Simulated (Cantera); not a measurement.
A perfectly stirred reactor is fed with CH4 : CO2 : H2 = 1 : 0.61 : 2 (molar parts), at 0.350 bar; it is held at 1775 K, and followed from long to short residence time.

Model: GRI-Mech 3.0 (53 species, 325 reactions), integrated in Cantera. GRI-Mech 3.0 stops at C3 and has no aromatics, soot or wall deposition, so with more carbon than oxygen in the feed, carbon stays in small species such as C2H2 where larger ones or solid carbon would form.

One state of this run: x CH4 = 0.0480; x CO2 = 0.0153; x H2 = 0.618; x H2O = 0.0990; x CH2O = 7.47e-7; x O2 = 5.55e-11. x: mole fraction; the columns are a selection and need not sum to one.

**Question.** Which value of τ (s) does it belong to?
A. 0.15
B. 0.0034
C. 0.00097
D. 0.00027

**Answer.** A, 0.15
